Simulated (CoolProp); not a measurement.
A single-stage vapour-compression cycle with dimethyl ether: evaporating at 216.15 K (dew point), condensing at 254.15 K (bubble point), superheat 8 K, subcooling 5 K, compressor efficiency 0.65, no pressure losses. Each further row changes one setting.

Values from CoolProp's reference Helmholtz-energy equation of state, Wu 2011.

```json
[
 {"case": "as stated", "cooling COP": "?", "pressure ratio": "6.64", "discharge temperature (K)": "323.0", "refrigerating effect (kJ/kg)": "438", "volumetric capacity (kJ/m³)": "213"},
 {"case": "evaporating temperature 221.15 K", "cooling COP": "?", "pressure ratio": "4.96", "discharge temperature (K)": "313.2", "refrigerating effect (kJ/kg)": "443", "volumetric capacity (kJ/m³)": "284"},
 {"case": "condensing temperature 249.15 K", "cooling COP": "?", "pressure ratio": "5.38", "discharge temperature (K)": "311.7", "refrigerating effect (kJ/kg)": "449", "volumetric capacity (kJ/m³)": "219"},
 {"case": "subcooling 10 K", "cooling COP": "3.37", "pressure ratio": "6.64", "discharge temperature (K)": "323.0", "refrigerating effect (kJ/kg)": "449", "volumetric capacity (kJ/m³)": "?"},
 {"case": "superheat 18 K", "cooling COP": "3.24", "pressure ratio": "6.64", "discharge temperature (K)": "335.0", "refrigerating effect (kJ/kg)": "?", "volumetric capacity (kJ/m³)": "?"},
 {"case": "compressor efficiency 0.55", "cooling COP": "2.78", "pressure ratio": "6.64", "discharge temperature (K)": "338.6", "refrigerating effect (kJ/kg)": "438", "volumetric capacity (kJ/m³)": "213"}
]
```

Problem. Fill in the missing entries.

Solution. 
- as stated, cooling COP: 3.29
- evaporating temperature 221.15 K, cooling COP: 3.95
- condensing temperature 249.15 K, cooling COP: 3.85
- subcooling 10 K, volumetric capacity (kJ/m³): 218
- superheat 18 K, refrigerating effect (kJ/kg): 450
- superheat 18 K, volumetric capacity (kJ/m³): 210
